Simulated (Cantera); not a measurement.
## Gas-phase reforming

An isothermal, constant-pressure homogeneous reactor starts with CH4 : CO2 = 1 : 1.1 (molar parts), at 1525 K and 1.00 bar.

Model: GRI-Mech 3.0 (53 species, 325 reactions), integrated in Cantera.

```
t (s)      x CH4  x CO2       x O     x CH3      x CO     x HCO     x H2O
--------  ------  -----  --------  --------  --------  --------  --------
0.000300   0.476  0.524    <1e-12  0.000147   2.33e-6  1.75e-11   2.06e-6
0.000560   0.476  0.524    <1e-12  0.000172   5.18e-6  5.87e-11   4.31e-6
0.00104    0.475  0.524    <1e-12  0.000204   1.20e-5  1.65e-10   9.41e-6
0.00195    0.474  0.524    <1e-12  0.000249   3.07e-5  4.19e-10   2.25e-5
0.00364    0.471  0.523    <1e-12  0.000302   8.87e-5  8.62e-10   6.24e-5
0.00679    0.465  0.522    <1e-12  0.000344  0.000282   1.30e-9  0.000203
0.0127     0.452  0.517    <1e-12  0.000348  0.000920   1.44e-9  0.000723
0.0237     0.429  0.508    <1e-12  0.000314   0.00288   1.29e-9   0.00247
0.0442     0.393  0.489    <1e-12  0.000269   0.00841   1.09e-9   0.00767
0.0824     0.342  0.457    <1e-12  0.000225    0.0225  9.69e-10    0.0212
0.154      0.277  0.402  1.02e-12  0.000182    0.0538   1.05e-9    0.0514
0.287      0.199  0.318  1.40e-12  0.000141     0.112   1.49e-9     0.106
0.536      0.122  0.214  1.85e-12   9.99e-5     0.191   2.42e-9     0.176
1.00      0.0669  0.136  2.23e-12   6.35e-5     0.257   3.75e-9     0.217
```
x: mole fraction; the columns are a selection and need not sum to one.

Equilibrium at this temperature and pressure: CH4 9.67e-6, CO2 0.00696, O <1e-12, CH3 6.80e-9, CO 0.505, HCO 1.21e-8, H2O 0.0174 (gas phase only).
